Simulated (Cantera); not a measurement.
Standard-state values (1 bar) from the NASA 1993 polynomials, evaluated with Cantera. Values are per mole of reaction as written; species without (g) are pure solids or liquids, kept so even where they would boil at 1 bar.

### Question
Between 423 and 598 K, where is each reaction favourable under standard conditions?
- C₃H₈(g) + 3 NiS₂ ⇌ CS₂(g) + 2 CH₄(g) + Ni₃S₄

### Answer
- C₃H₈(g) + 3 NiS₂ ⇌ CS₂(g) + 2 CH₄(g) + Ni₃S₄: ΔG° is 34 kJ at 423 K and -20 kJ at 598 K; it changes sign between 523 and 548 K. ΔH° is 166 kJ and ΔS° 311 J/K at 598 K.
